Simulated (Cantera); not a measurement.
A closed system holds: 1 mol CaO, 0.15 mol O₂, 0.25 mol CO₂, equilibrated at 0.133 bar.

Equilibrium computed with Cantera from the NASA thermochemical tables; the gas is ideal and each condensed phase is pure. Candidate condensed phases: C, Ca, CaCO₃, CaO; 15 gas species. The numbers say what is thermodynamically allowed, not how fast it happens.

x: gas mole fraction; n: condensed amount in mol.

```json
[
 {"T (°C)": "402", "x O₂": "1.000", "x CO₂": "1.85e-5", "x CO": "<1e-12", "x O": "<1e-12", "x O₃": "<1e-12", "n CaCO₃(calcite)": "0.250", "n CaO(s)": "0.750"},
 {"T (°C)": "602", "x O₂": "0.978", "x CO₂": "0.0216", "x CO": "<1e-12", "x O": "5.57e-12", "x O₃": "<1e-12", "n CaCO₃(calcite)": "0.247", "n CaO(s)": "0.753"},
 {"T (°C)": "802", "x O₂": "0.375", "x CO₂": "0.625", "x CO": "[?]", "x O": "2.20e-9", "x O₃": "2.76e-12", "n CaCO₃(calcite)": "0", "n CaO(s)": "1.00"},
 {"T (°C)": "1002", "x O₂": "0.375", "x CO₂": "0.625", "x CO": "[?]", "x O": "1.87e-7", "x O₃": "3.42e-11", "n CaCO₃(calcite)": "0", "n CaO(s)": "1.00"},
 {"T (°C)": "1202", "x O₂": "0.375", "x CO₂": "0.625", "x CO": "[?]", "x O": "4.81e-6", "x O₃": "2.15e-10", "n CaCO₃(calcite)": "0", "n CaO(s)": "1.00"},
 {"T (°C)": "1402", "x O₂": "0.375", "x CO₂": "0.625", "x CO": "[?]", "x O": "5.73e-5", "x O₃": "8.81e-10", "n CaCO₃(calcite)": "0", "n CaO(s)": "1.00"},
 {"T (°C)": "1602", "x O₂": "0.375", "x CO₂": "0.623", "x CO": "[?]", "x O": "0.000403", "x O₃": "2.69e-9", "n CaCO₃(calcite)": "0", "n CaO(s)": "1.00"}
]
```

### Question
What belongs in the gaps?

### Answer

- 802, x CO: 1.82e-9
- 1002, x CO: 2.57e-7
- 1202, x CO: 9.35e-6
- 1402, x CO: 0.000143
- 1602, x CO: 0.00121
